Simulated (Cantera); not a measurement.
A closed system holds: 1 mol Si, a varied amount of HCl, 0.44 mol H₂, equilibrated at 877 °C and 70.0 mbar.

These are equilibrium values from Cantera (NASA tables, ideal gas, pure condensed phases), not measurements of a reactor. Candidate condensed phases: Si; 19 gas species. The tables' values for SiCl₃ are old estimates; treat these amounts as uncertain. The numbers say what is thermodynamically allowed, not how fast it happens.

**Question.** At 9.5 mol HCl, list the 4 most abundant gas species with their mole fractions, and the condensed phases.

**Answer.** HCl 0.617, H₂ 0.271, SiCl₄ 0.110, SiHCl₃ 0.000984. Condensed: gas only.
